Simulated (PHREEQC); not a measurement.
0.038 g of hydrous ferric oxide (600 m²/g; 0.2 weak and 0.005 strong sites per Fe, Dzombak-Morel constants, diffuse double layer) in 1 kg of water with 0.005 mol/kgw of an inert sodium salt and 0.0033 mmol/kgw SrCl2, at 25 °C; the pH is set by adding NaOH or the inert anion's acid. Oxygen alone is held at its pressure in air (log pO2 = -0.68). CO2 from the air is kept out. Precipitation was switched off in this run.

Equilibrium calculation in PHREEQC: ion-association model, wateq4f.dat.

### Question
Predict Sr sorbed (%) at pH = 3.67, 7, 9.67, 10.33.

### Answer
```
pH     Sr sorbed (%)
-----  -------------
3.67             0.0
7                0.1
9.67            83.2
10.33           98.2
```

The oxide is taken as insoluble; below pH 4 it would dissolve.
